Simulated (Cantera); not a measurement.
Standard-state values (1 bar) from the NASA 1993 polynomials, evaluated with Cantera. Values are per mole of reaction as written; species without (g) are pure solids or liquids, kept so even where they would boil at 1 bar.

12 CuF2(g) + C6H6(g) = 12 Cu + 6 CF4(g) + 6 H(g)

| T (K) | ΔH° (kJ) | ΔS° (J/K) | ΔG° (kJ) | log10 K | condensed phases |
|---|---|---|---|---|---|
| 300 | -1170.0 | -818.8 | -924.4 | 160.95 | Cu(s) |
| 2200 | -676.3 | -375.3 | 149.3 | -3.55 | Cu(l) |
| 2250 | -667.4 | -371.3 | 168.0 | -3.90 | Cu(l) |
| 2300 | ? | ? | ? | ? | Cu(l) |
| 2350 | -649.9 | -363.7 | 204.7 | -4.55 | Cu(l) |
| 2400 | ? | ? | ? | ? | Cu(l) |
| 2450 | -632.9 | -356.6 | 240.8 | -5.13 | Cu(l) |
| 2500 | -624.6 | -353.2 | 258.5 | -5.40 | Cu(l) |
| 2550 | -616.4 | -350.0 | 276.1 | -5.66 | Cu(l) |
| 2600 | -608.2 | -346.8 | 293.5 | -5.90 | Cu(l) |
| 2650 | ? | ? | ? | ? | Cu(l) |

Question: Some entries are withheld; supply them.

Answer: 
- 2300, ΔH° (kJ): -658.6
- 2300, ΔS° (J/K): -367.4
- 2300, ΔG° (kJ): 186.5
- 2300, log10 K: -4.23
- 2400, ΔH° (kJ): -641.4
- 2400, ΔS° (J/K): -360.1
- 2400, ΔG° (kJ): 222.8
- 2400, log10 K: -4.85
- 2650, ΔH° (kJ): -600.2
- 2650, ΔS° (J/K): -343.8
- 2650, ΔG° (kJ): 310.8
- 2650, log10 K: -6.13
